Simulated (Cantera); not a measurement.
Cantera run:

```python
import numpy as np
import cantera as ct

gas_names = """
    AL ALH ALN ALO ALOH ALO2 ALO2H AL2 AL2O AL2O2 H HALO HNO HNO2 HNO3 HO2 H2 H2O H2O2 N NH NH2 NH3
    NH2OH NO NO2 NO3 N2 N2H2 N2H4 N2O O OH O2 O3
""".split()
cond_names = """
    AL(cr) AL(L) ALN(s) AL2O3(a) AL2O3(L) H2O(s) H2O(L)
""".split()


# ... load() reads the species with a 1 bar reference pressure and builds the phases ...
atoms = {
    'Al': {'AL': 1},
    'H2O': {'H': 2, 'O': 1},
    'N2': {'N': 2},
}
top_T = {'ALN(s)': 2750}  # K; cautious upper limits of use, not melting points


# ... equilibrate(T, P, feed) seeds the gas with the atoms and calls Mixture.equilibrate('TP', solver="vcs", rtol=1e-11, max_steps=5000) ...
results = []
feed = {'Al': 1, 'H2O': 0.68, 'N2': 11}  # mol
P = 1333.22  # Pa
for T in [923, 1023, 1123, 1223, 1323, 1423, 1523, 1623, 1723, 1823, 1923, 2023]:
    mix = equilibrate(T, P, feed)
    results.append((T, P, feed, dict(zip(mix.species_names, mix.species_moles))))
    x = sorted(zip(gas.X, gas.species_names), reverse=True)
    print(f"T = {T:g} K  P = {P:g} Pa  gas = {mix.phase_moles(0):.4g} mol")
    print("   x: " + "  ".join(f"{s} {v:.3e}" for v, s in x if v > 0.0001))
    print("   condensed (mol): " + ("  ".join(f"{mix.phase(i).name} {mix.phase_moles(i):.4g}"
          for i in range(1, mix.n_phases) if mix.phase_moles(i) > 1e-12) or "none"))
```

Output:

```
T = 923 K  P = 1333.22 Pa  gas = 11.41 mol
   x: N2 9.404e-01  H2 5.961e-02
   condensed (mol): ALN(s) 0.5467  AL2O3(a) 0.2267
T = 1023 K  P = 1333.22 Pa  gas = 11.41 mol
   x: N2 9.404e-01  H2 5.961e-02
   condensed (mol): ALN(s) 0.5467  AL2O3(a) 0.2267
T = 1123 K  P = 1333.22 Pa  gas = 11.41 mol
   x: N2 9.404e-01  H2 5.961e-02
   condensed (mol): ALN(s) 0.5467  AL2O3(a) 0.2267
T = 1223 K  P = 1333.22 Pa  gas = 11.41 mol
   x: N2 9.404e-01  H2 5.961e-02
   condensed (mol): ALN(s) 0.5467  AL2O3(a) 0.2267
T = 1323 K  P = 1333.22 Pa  gas = 11.41 mol
   x: N2 9.404e-01  H2 5.961e-02
   condensed (mol): ALN(s) 0.5467  AL2O3(a) 0.2267
T = 1423 K  P = 1333.22 Pa  gas = 11.41 mol
   x: N2 9.404e-01  H2 5.961e-02
   condensed (mol): ALN(s) 0.5467  AL2O3(a) 0.2267
T = 1523 K  P = 1333.22 Pa  gas = 11.41 mol
   x: N2 9.404e-01  H2 5.959e-02
   condensed (mol): ALN(s) 0.5467  AL2O3(a) 0.2267
T = 1623 K  P = 1333.22 Pa  gas = 11.41 mol
   x: N2 9.403e-01  H2 5.954e-02  H 1.461e-04
   condensed (mol): ALN(s) 0.5466  AL2O3(a) 0.2267
T = 1723 K  P = 1333.22 Pa  gas = 11.41 mol
   x: N2 9.402e-01  H2 5.941e-02  H 3.849e-04
   condensed (mol): ALN(s) 0.5463  AL2O3(a) 0.2266
T = 1823 K  P = 1333.22 Pa  gas = 11.42 mol
   x: N2 9.396e-01  H2 5.909e-02  H 9.121e-04  AL 3.436e-04  AL2O 1.001e-04
   condensed (mol): ALN(s) 0.5412  AL2O3(a) 0.2263
T = 1923 K  P = 1333.22 Pa  gas = 11.5 mol
   x: N2 9.353e-01  H2 5.812e-02  AL 3.014e-03  H 1.967e-03  AL2O 1.580e-03
   condensed (mol): ALN(s) 0.4874  AL2O3(a) 0.2206
T = 2023 K  P = 1333.22 Pa  gas = 12.18 mol
   x: N2 9.034e-01  H2 5.385e-02  AL 2.063e-02  AL2O 1.808e-02  H 3.817e-03  ALH 1.470e-04
   condensed (mol): AL2O3(a) 0.1531
```

These are equilibrium values from Cantera (NASA tables, ideal gas, pure condensed phases), not measurements of a reactor. Mutual solubility and eutectic melting of coexisting phases are not modelled. The tables' values for AlOH are old estimates; treat these amounts as uncertain. Condensed phases not in the tables: aluminium oxynitride.
